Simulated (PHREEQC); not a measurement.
Make-up at 88 °C: 0.0057 mol NiSO4, 0.00011 mol CaCl2, 0.0015 mol NaF and 0.00016 mol Na2SO4 per kg of water. Closed to the air; pH follows from the charge balance.

Equilibrium calculation in PHREEQC: ion-association model, wateq4f.dat.

This is a speciation only: nothing precipitates in the calculation.

Problem. Estimate the pH.

Solution. pH 5.90.

Problem. In which forms is S present?

Solution. SO4-2 72 %, NiSO4 27 %, CaSO4 0.5 % of the S.

Constants without temperature data keep their 25 °C values here.
